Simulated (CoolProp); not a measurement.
Vapour-liquid equilibrium of C2F6 (R116) (1) + R22 (2) at 0.11 MPa; x and y are mole fractions of (1).

Values from CoolProp's multi-fluid Helmholtz-energy mixture model, Lemmon 2006 and Kamei 1995; pair parameters Bell 2016.

Question: Give the bubble temperature and the first vapour's composition at x = 0.15, 0.45, 0.85. Is there an azeotrope?

Answer: x = 0.15: -70.6 °C, y = 0.834; x = 0.45: -74.4 °C, y = 0.877; x = 0.85: -75.7 °C, y = 0.919. No azeotrope shows between x = 0.05 and 0.95.

The pair parameters rest on a limited set of measurements; away from them the model extrapolates. With so large a gap from Raoult's law the liquid may split in two, which this calculation doesn't test in full.
